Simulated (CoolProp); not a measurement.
The fluid at 298.15 K and 2.34 MPa is throttled through a valve to 0.915 MPa with no heat exchange. The same conditions are run with several fluids, on thermodynamics alone (safety and materials aside).

The numbers come from the reference Helmholtz-energy equation of state of each fluid (hydrogen chloride: Thol 2018; C2F6 (R116): Lemmon 2006; fluorine: de Reuck 1990; ethylene: Smukala 2000; methane: Setzmann 1991) in CoolProp.

### Question
Rank hydrogen chloride, C2F6 (R116), fluorine, ethylene, methane by temperature change (K), highest first.

### Answer
fluorine (-2.7), methane (-6.2), ethylene (-16.3), C2F6 (R116) (-17.1), hydrogen chloride (-23.7)

```csv
fluid,final density (kg/m³)
hydrogen chloride,15.8
C2F6 (R116),62.0
fluorine,14.2
ethylene,11.7
methane,6.15
```
